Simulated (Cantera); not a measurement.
A Cantera script and its output.

```python
import numpy as np
import cantera as ct

gas = ct.Solution("gri30.yaml")
gas.TPX = 2075, 110000, {'CH4': 1, 'H2O': 2.5}
reactor = ct.IdealGasConstPressureReactor(gas, energy="off", clone=False)
net = ct.ReactorNet([reactor])
net.rtol, net.atol = 1e-08, 1e-18
show = ['CH4', 'H2O', 'CH3', 'OH', 'C2H2', 'O2', 'H2']
times = np.geomspace(0.0003, 2, 13)

steps = ct.SolutionArray(gas, extra=["t"])
rows = []
print(f"{'t/s':>10s}{'T/K':>9s}{'P/Pa':>11s}" + "".join(f"{s:>11s}" for s in show))
for t in times:
    while net.time < t:
        t_next = net.step()
        steps.append(gas.state, t=t_next)
    rows.append([np.interp(t, steps.t, y) for y in (steps.T, steps.P, *steps(*show).X.T)])
    print(f"{t:10.3e}{rows[-1][0]:9.1f}{rows[-1][1]:11.4g}" + "".join(f"{x:11.3e}" for x in rows[-1][2:]))
rate = np.gradient(steps.T, steps.t)
print("integrator steps:", len(steps.t))
if steps.T.max() > steps.T[0] + 200:
    print(f"time of steepest temperature rise: {steps.t[rate.argmax()]:.4e} s")
gas.TPX = 2075, 110000, {'CH4': 1, 'H2O': 2.5}
gas.equilibrate("TP")
print(f"equilibrium (TP): T = {gas.T:.1f} K  " + "  ".join(f"{s} {gas[s].X[0]:.3e}" for s in show))
```

It prints:

```
       t/s      T/K       P/Pa        CH4        H2O        CH3         OH       C2H2         O2         H2
 3.000e-04   2075.0    1.1e+05  2.751e-02  5.227e-01  2.313e-03  2.588e-04  8.076e-02  2.178e-07  3.351e-01
 6.249e-04   2075.0    1.1e+05  1.735e-02  4.794e-01  1.471e-03  2.375e-04  7.241e-02  1.836e-07  3.767e-01
 1.301e-03   2075.0    1.1e+05  1.362e-02  4.245e-01  1.093e-03  1.989e-04  5.547e-02  1.363e-07  4.222e-01
 2.711e-03   2075.0    1.1e+05  1.069e-02  3.637e-01  7.960e-04  1.584e-04  3.491e-02  9.521e-08  4.709e-01
 5.646e-03   2075.0    1.1e+05  7.040e-03  3.087e-01  4.922e-04  1.263e-04  1.610e-02  6.796e-08  5.153e-01
 1.176e-02   2075.0    1.1e+05  3.182e-03  2.717e-01  2.130e-04  1.065e-04  3.995e-03  5.286e-08  5.460e-01
 2.449e-02   2075.0    1.1e+05  4.837e-04  2.579e-01  3.176e-05  9.920e-05  2.000e-04  4.725e-08  5.584e-01
 5.102e-02   2075.0    1.1e+05  1.787e-06  2.567e-01  1.187e-07  9.999e-05  1.155e-07  4.806e-08  5.597e-01
 1.063e-01   2075.0    1.1e+05  3.519e-09  2.567e-01  2.343e-10  1.000e-04  7.161e-13  4.810e-08  5.597e-01
 2.213e-01   2075.0    1.1e+05  3.518e-09  2.567e-01  2.341e-10  1.000e-04  7.047e-13  4.810e-08  5.597e-01
 4.610e-01   2075.0    1.1e+05  3.518e-09  2.567e-01  2.341e-10  1.000e-04  7.047e-13  4.810e-08  5.597e-01
 9.602e-01   2075.0    1.1e+05  3.518e-09  2.567e-01  2.341e-10  1.000e-04  7.047e-13  4.810e-08  5.597e-01
 2.000e+00   2075.0    1.1e+05  3.518e-09  2.567e-01  2.341e-10  1.000e-04  7.047e-13  4.810e-08  5.597e-01
integrator steps: 1715
equilibrium (TP): T = 2075.0 K  CH4 4.158e-09  H2O 2.567e-01  CH3 2.768e-10  OH 1.000e-04  C2H2 8.306e-13  O2 4.810e-08  H2 5.597e-01
```

Model: GRI-Mech 3.0 (53 species, 325 reactions), integrated in Cantera.
